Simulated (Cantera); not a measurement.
Cantera run:

```python
import numpy as np
import cantera as ct

gas_names = """
    H HNO HNO2 HNO3 HO2 H2 H2O H2O2 N NH NH2 NH3 NH2OH NO NO2 NO3 N2 N2H2 N2H4 N2O O OH O2 O3 Zr ZrN ZrO
    ZrO2
""".split()
cond_names = """
    H2O(s) H2O(L) Zr(a) Zr(b) Zr(L) ZrN(s) ZrN(L) ZrO2(a) ZrO2(b) ZrO2(L)
""".split()


# ... load() reads the species with a 1 bar reference pressure and builds the phases ...
atoms = {
    'ZrO2': {'Zr': 1, 'O': 2},
    'H2': {'H': 2},
    'N2': {'N': 2},
}
top_T = {}  # K; cautious upper limits of use, not melting points


# ... equilibrate(T, P, feed) seeds the gas with the atoms and calls Mixture.equilibrate('TP', solver="vcs", rtol=1e-11, max_steps=5000) ...
results = []
feed = {'ZrO2': 1, 'H2': 1.5, 'N2': 0.34}  # mol
T = 2050  # K
P = 6300  # Pa
mix = equilibrate(T, P, feed)
results.append((T, P, feed, dict(zip(mix.species_names, mix.species_moles))))
x = sorted(zip(gas.X, gas.species_names), reverse=True)
print(f"T = {T:g} K  P = {P:g} Pa  gas = {mix.phase_moles(0):.4g} mol")
print("   x: " + "  ".join(f"{s} {v:.3e}" for v, s in x if v > 1e-06))
print("   condensed (mol): " + ("  ".join(f"{mix.phase(i).name} {mix.phase_moles(i):.4g}"
      for i in range(1, mix.n_phases) if mix.phase_moles(i) > 1e-12) or "none"))
```

It prints:

```
T = 2050 K  P = 6300 Pa  gas = 1.847 mol
   x: H2 8.078e-01  N2 1.840e-01  H 8.123e-03  H2O 7.934e-05
   condensed (mol): ZrN(s) 7.334e-05  ZrO2(b) 0.9999
```

Equilibrium computed with Cantera from the NASA thermochemical tables; the gas is ideal and each condensed phase is pure. Mutual solubility and eutectic melting of coexisting phases are not modelled. ZrN: taken at fixed stoichiometry. Condensed phases not in the tables: solid solutions among these carbides, nitrides and lower oxides.
